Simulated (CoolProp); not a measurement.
Vapour-liquid equilibrium of ethanol (1) + n-octane (2) at 0.458 MPa; x and y are mole fractions of (1).

Model: multi-fluid Helmholtz-energy mixture model, Schroeder 2014 and Beckmüller 2019; pair parameters Bell 2016, in CoolProp.

| x | bubble temperature (K) | y at the bubble point | dew temperature at overall composition x (K) | liquid density (mol/L) |
|---|---|---|---|---|
| 0.05 | 437.6 | ___ | 460.6 | 5.150 |
| 0.15 | 414.8 | ___ | 454.7 | 5.715 |
| 0.25 | 406.7 | 0.741 | 448.5 | 6.218 |
| 0.35 | 403.1 | 0.773 | ___ | 6.764 |
| 0.45 | 401.2 | ___ | 434.4 | 7.401 |
| 0.55 | 399.8 | ___ | 426.1 | 8.171 |
| 0.65 | 398.6 | 0.829 | 416.5 | 9.121 |
| 0.75 | 397.5 | 0.856 | 405.7 | ___ |
| 0.85 | 396.4 | 0.896 | 397.7 | 11.82 |
| 0.95 | 395.6 | 0.958 | 395.7 | 13.75 |

Task: Complete the blanks.

Result: 
- 0.05, y at the bubble point: 0.408
- 0.15, y at the bubble point: 0.666
- 0.35, dew temperature at overall composition x (K): 441.8
- 0.45, y at the bubble point: 0.793
- 0.55, y at the bubble point: 0.810
- 0.75, liquid density (mol/L): 10.31

No azeotrope shows between x = 0.05 and 0.95.

The pair parameters rest on a limited set of measurements; away from them the model extrapolates. With so large a gap from Raoult's law the liquid may split in two, which this calculation doesn't test in full.
